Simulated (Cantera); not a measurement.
A closed system holds: 1 mol SiHCl₃, 0.0038 mol C₃H₈, 5.9 mol H₂, equilibrated at 1.00 bar.

These are equilibrium values from Cantera (NASA tables, ideal gas, pure condensed phases), not measurements of a reactor. Candidate condensed phases: C, C₆H₆, C₇H₈, C₈H₁₈, Si, SiC; 109 gas species. Mutual solubility and eutectic melting of coexisting phases are not modelled. Gases not in the tables: Si₂H₆ and higher silanes. Equilibrium is a limit: real reactors are often held back by kinetics, nucleation or transport.

Q: Which condensed phases are stable at each of these points (T (K)): 1598, 1698, 1798, 1898, 1998, 2098, 2198, 2298?

A: 
```csv
T (K),condensed phases,Si condensed (%)
1598,Si(s) + SiC(s),15.6
1698,Si(l) + SiC(s),12.7
1798,Si(l) + SiC(s),14.6
1898,Si(l) + SiC(s),17.0
1998,Si(l) + SiC(s),19.4
2098,Si(l) + SiC(s),21.6
2198,Si(l) + SiC(s),23.5
2298,Si(l) + SiC(s),24.7
```

At 1598 K the condensed part is Si(s) + SiC(s). From 1698 K to 2298 K the condensed part is Si(l) + SiC(s).
